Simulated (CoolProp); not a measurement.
Vapour-liquid equilibrium of toluene (1) + n-octane (2) at 4.01 bar; x and y are mole fractions of (1).

Values from CoolProp's multi-fluid Helmholtz-energy mixture model, Lemmon 2006 and Beckmüller 2019; pair parameters Bell 2016.

| x | bubble temperature (°C) | y at the bubble point | dew temperature at overall composition x (°C) | liquid density (mol/L) |
|---|---|---|---|---|
| 0.05 | [?] | 0.074 | 182.7 | [?] |
| 0.15 | 179.4 | 0.209 | 180.6 | 5.144 |
| 0.25 | 176.9 | 0.328 | 178.5 | 5.376 |
| 0.35 | 174.8 | 0.434 | 176.5 | 5.623 |
| 0.45 | 173.0 | 0.530 | [?] | 5.888 |
| 0.55 | [?] | 0.619 | 172.6 | [?] |
| 0.65 | [?] | 0.704 | [?] | 6.479 |
| 0.75 | 169.1 | 0.786 | 169.5 | 6.812 |
| 0.85 | 168.2 | 0.868 | [?] | 7.175 |
| 0.95 | 167.6 | 0.955 | 167.6 | 7.571 |

### Question
Fill in the missing entries.

### Answer

- 0.05, bubble temperature (°C): 182.2
- 0.05, liquid density (mol/L): 4.925
- 0.45, dew temperature at overall composition x (°C): 174.5
- 0.55, bubble temperature (°C): 171.4
- 0.55, liquid density (mol/L): 6.172
- 0.65, bubble temperature (°C): 170.1
- 0.65, dew temperature at overall composition x (°C): 170.9
- 0.85, dew temperature at overall composition x (°C): 168.4

No azeotrope shows between x = 0.05 and 0.95.

Pair parameters are fitted to limited data, so mixtures are less certain than the pure fluids.
